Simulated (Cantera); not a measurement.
Input: 1 mol SiH2Cl2, 8.7 mol N2, equilibrated at 100000 Pa.

Cantera equilibrium calculation (NASA polynomials, part measured and part estimated; ideal gas, pure solids and liquids). Candidate condensed phases: NH4Cl, Si, Si3N4; 28 gas species. N2 is the only nitrogen source here; it is nearly inert below about 1500 K, so the nitride shown seldom forms there in practice. The tables' values for SiCl3 are old estimates; treat these amounts as uncertain. Rates play no part.

x: gas mole fraction; n: condensed amount in mol.

| T (K) | x N2 | x HCl | x H2 | x SiCl2 | x SiCl4 | x SiCl3 | x SiHCl3 | n Si3N4(s) |
|---|---|---|---|---|---|---|---|---|
| 873 | 0.824 | 0.101 | 0.0502 | 2.40e-10 | 0.0251 | 3.20e-7 | 2.68e-5 | 0.250 |
| 973 | 0.823 | 0.107 | 0.0467 | 1.27e-8 | 0.0233 | 3.21e-6 | 5.70e-5 | 0.256 |
| 1073 | 0.821 | 0.113 | 0.0440 | 3.16e-7 | 0.0219 | 2.08e-5 | 0.000105 | 0.260 |
| 1173 | 0.820 | 0.117 | 0.0417 | 4.49e-6 | 0.0207 | 9.71e-5 | 0.000172 | 0.264 |
| 1273 | 0.819 | 0.120 | 0.0400 | … | 0.0196 | 0.000352 | … | 0.266 |
| 1373 | 0.819 | 0.123 | 0.0387 | 0.000271 | 0.0182 | 0.00103 | 0.000363 | 0.267 |
| 1473 | 0.818 | 0.124 | 0.0379 | 0.00133 | 0.0162 | 0.00251 | 0.000466 | 0.265 |
| 1573 | 0.816 | 0.122 | 0.0383 | … | … | 0.00489 | 0.000532 | 0.256 |
| 1673 | 0.814 | 0.116 | 0.0407 | 0.0136 | 0.00793 | 0.00719 | 0.000501 | 0.235 |
| 1773 | 0.812 | 0.103 | 0.0459 | 0.0273 | 0.00350 | 0.00750 | 0.000364 | 0.202 |

### Question
What belongs in the gaps?

### Answer

- 1573, x SiCl2: 0.00492
- 1573, x SiCl4: 0.0128
- 1273, x SiCl2: 4.14e-5
- 1273, x SiHCl3: 0.000260
